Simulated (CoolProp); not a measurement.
Normal hydrogen along the isotherm 45.3 K: Z from the reference equation and from simpler models built on Tc = 33.1 K, pc = 12.96 bar, ω = -0.219; each cubic takes its own stable root.

Computed with CoolProp (reference Helmholtz-energy equation of state, Leachman 2009).

```csv
p (bar),phase,reference,van der Waals,Redlich-Kwong,Peng-Robinson
11.8,gas,0.8675,0.8694,0.8802,0.8288
23.6,supercritical,0.7301,0.7330,0.7747,0.6696
35.4,supercritical,0.6358,0.6737,0.7178,0.5862
47.1,supercritical,0.6337,0.7184,0.7217,0.5919
58.9,supercritical,0.6816,0.7992,0.7611,0.6341
70.7,supercritical,0.7464,0.8904,0.8161,0.6887
82.5,supercritical,0.8170,0.9851,0.8780,0.7479
94.3,supercritical,0.8897,1.081,0.9429,0.8091
106,supercritical,0.9624,1.176,1.009,0.8704
118,supercritical,1.037,1.273,1.077,0.9336
130,supercritical,1.111,1.371,1.145,0.9966
```
